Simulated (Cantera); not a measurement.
What does this Cantera script print?

```python
import numpy as np
import cantera as ct

gas_names = """
    CL CL2 H HCL H2 Si SiCL SiCL2 SiCL3 SiCL4 SiH SiHCL3 SiH2 SiH2CL2 SiH3 SiH3CL SiH4 Si2 Si3
""".split()
cond_names = """
    Si(cr) Si(L)
""".split()


# ... load() reads the species with a 1 bar reference pressure and builds the phases ...
atoms = {
    'SiCl4': {'Si': 1, 'CL': 4},
    'HCl': {'H': 1, 'CL': 1},
    'H2': {'H': 2},
}
top_T = {}  # K; cautious upper limits of use, not melting points


# ... equilibrate(T, P, feed) seeds the gas with the atoms and calls Mixture.equilibrate('TP', solver="vcs", rtol=1e-11, max_steps=5000) ...
results = []
feed = {'SiCl4': 1, 'HCl': 0.86, 'H2': 0.41}  # mol
T = 1425  # K
P = 980000  # Pa
mix = equilibrate(T, P, feed)
results.append((T, P, feed, dict(zip(mix.species_names, mix.species_moles))))
print(gas.report(threshold=0.001))
for i in range(1, mix.n_phases):
    print(f"{mix.phase(i).name:16s} {mix.phase_moles(i):12.5e} mol")
```

Output:

```
       temperature   1425 K
          pressure   9.8e+05 Pa
           density   7.3279 kg/m^3
  mean mol. weight   88.594 kg/kmol
   phase of matter   gas

                          1 kg             1 kmol
                     ---------------   ---------------
          enthalpy       -2.8496e+06       -2.5245e+08  J
   internal energy       -2.9833e+06        -2.643e+08  J
           entropy            3688.7         3.268e+05  J/K
    Gibbs function        -8.106e+06       -7.1814e+08  J
 heat capacity c_p            736.93             65287  J/K
 heat capacity c_v            643.08             56973  J/K

                      mass frac. Y      mole frac. X     chem. pot. / RT
                     ---------------   ---------------   ---------------
               HCL           0.16454           0.39984           -31.676
                H2           0.00368           0.16172           -17.994
             SiCL3          0.012453         0.0082065           -80.948
             SiCL4            0.7984           0.41636           -103.63
            SiHCL3          0.020145          0.013177           -89.946
     [  +14 minor]        0.00078418         0.0007026

Si(cr)            0.00000e+00 mol
```

Method: chemical equilibrium by Gibbs-energy minimisation in Cantera with the NASA 1993 tables (ideal gas, pure condensed phases). The tables' values for SiCl3 are old estimates; treat these amounts as uncertain.
